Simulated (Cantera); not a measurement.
# Thermodynamics of carbon deposition, reforming and gasification, feed C₂H₄ + CO₂ + H₂

Feed: 1 mol C₂H₄, a varied amount of CO₂, 2.7 mol H₂, equilibrated at 2498.15 K and 33.0 bar.

Method: chemical equilibrium by Gibbs-energy minimisation in Cantera with the NASA 1993 tables (ideal gas, pure condensed phases). Candidate condensed phases: C, C₆H₆, C₇H₈, C₈H₁₈, H₂O; 110 gas species. The ideal-gas law is rough above about 30 bar. Rates play no part.

```
n(CO₂) (mol)  log p H₂  log p CO  log p H₂O  log p CO₂  log p C₂H₂ (acetylene)  log p CH₄  log p H  log p CH₃  n C(graphite)
------------  --------  --------  ---------  ---------  ----------------------  ---------  -------  ---------  -------------
0.15              1.48      0.30      -2.83      -4.81                   -0.49      -0.86    -0.86      -1.95           1.73
0.2               1.47      0.41      -2.72      -4.58                   -0.50      -0.87    -0.87      -1.96           1.68
0.25              1.47      0.50      -2.64      -4.40                   -0.50      -0.89    -0.87      -1.97           1.63
0.32              1.45      0.60      -2.56      -4.21                   -0.52      -0.91    -0.88      -1.99           1.56
0.4               1.44      0.68      -2.49      -4.04                   -0.53      -0.94    -0.88      -2.01           1.48
0.51              1.42      0.77      -2.42      -3.86                   -0.54      -0.97    -0.89      -2.03           1.37
0.65              1.40      0.85      -2.35      -3.69                   -0.57      -1.02    -0.90      -2.07           1.23
0.83              1.38      0.94      -2.30      -3.53                   -0.59      -1.07    -0.91      -2.10           1.05
1.1               1.34      1.02      -2.25      -3.36                   -0.63      -1.14    -0.93      -2.16          0.783
1.3               1.32      1.07      -2.22      -3.26                   -0.65      -1.19    -0.94      -2.19          0.584
1.7               1.27      1.14      -2.20      -3.12                   -0.70      -1.28    -0.97      -2.26          0.186
2.2               1.22      1.19      -0.19      -1.02                   -4.77      -3.39    -0.99      -4.35              0
2.8               1.14      1.21       0.37      -0.36                   -6.08      -4.16    -1.03      -5.08              0
```
log p: log10 of the partial pressure in bar; n: condensed amount in mol.

From 0.15 mol CO₂ to 1.7 mol CO₂ the condensed part is C(graphite). From 2.2 mol CO₂ to 2.8 mol CO₂ nothing is condensed. The main C-bearing gas is CO throughout.
